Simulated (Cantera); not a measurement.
Feed: 1 mol Fe, 0.058 mol O2, 28 mol H2, equilibrated at 650 °C and 19500 Torr.

These are equilibrium values from Cantera (NASA tables, ideal gas, pure condensed phases), not measurements of a reactor. Candidate condensed phases: Fe, FeO, Fe(OH)2, Fe(OH)3, Fe2O3, Fe3O4, H2O; 12 gas species. Kinetics and transport are ignored.

Base state: H2 0.996, H2O 0.00414 (mole fractions); condensed: Fe(α).

Question: What changes in the equilibrium state with this change: Fe replaced by Al?

Answer: 
```csv
species,before,after
H2,0.996,1.00
H2O,0.00414,<1e-9
"Fe(α), mol",1.00,0
"Al(s), mol",0,0.923
"Al2O3(s), mol",0,0.0387
```
Further candidate phases: Al, Al2O3.

Question: What changes in the equilibrium state with this change: 0.19 mol CO2 added?

Answer: 
```json
[
 {"species": "H2", "before": "0.996", "after": "0.975"},
 {"species": "H2O", "before": "0.00414", "after": "0.0178"},
 {"species": "CH4", "before": "0", "after": "0.00683"},
 {"species": "Fe(α), mol", "before": "1.00", "after": "1.00"}
]
```
Further candidate phases: C, C6H6, C7H8, C8H18, Fe(CO)5.

Question: What changes in the equilibrium state with this change: Fe replaced by Pb?

Answer: 
```json
[
 {"species": "H2", "before": "0.996", "after": "0.996"},
 {"species": "H2O", "before": "0.00414", "after": "0.00414"},
 {"species": "Fe(α), mol", "before": "1.00", "after": "0"},
 {"species": "Pb(l), mol", "before": "0", "after": "1.000"}
]
```
Further candidate phases: Pb, PbO, PbO2, Pb3O4.
